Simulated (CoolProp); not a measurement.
Vapour-liquid equilibrium of propane (1) + neopentane (2) at 3.13 bar; x and y are mole fractions of (1).

The numbers come from the multi-fluid Helmholtz-energy mixture model, Lemmon 2009 and Lemmon 2006; pair parameters Bell 2016 in CoolProp.

### Question
Give the bubble temperature and the first vapour's composition at x = 0.05, 0.35, 0.95. Is there an azeotrope?

### Answer
x = 0.05: 41.9 °C, y = 0.125; x = 0.35: 23.7 °C, y = 0.649; x = 0.95: -11.2 °C, y = 0.997. No azeotrope shows between x = 0.05 and 0.95.

Pair parameters are fitted to limited data, so mixtures are less certain than the pure fluids.
